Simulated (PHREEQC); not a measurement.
Make-up at 20 °C: 0.95 mmol/kgw CuSO4 and 0.91 mmol/kgw NaCl. Closed to the air; pH follows from the charge balance.

The numbers come from PHREEQC with the ion-association model, wateq4f.dat.

```json
[
 {"quantity": "pH", "before": "5.37", "after": "5.24"},
 {"quantity": "ionic strength (mol/kgw)", "before": "0.00436", "after": "0.00745"},
 {"quantity": "SI of Halite (NaCl)", "before": "-7.72", "after": "-7.73"}
]
```

Task: Which change was made?
(A) NaCl from 0.00091 to 0.00455 mol/kgw
(B) diluted 2-fold with water
(C) diluted 100-fold with water
(D) CuSO4 from 0.00095 to 0.0019 mol/kgw
(E) CuSO4 left out

Result: D, CuSO4 from 0.00095 to 0.0019 mol/kgw

Precipitation was switched off in this run. Some of these states are supersaturated (in Brochantite, Antlerite, for instance).
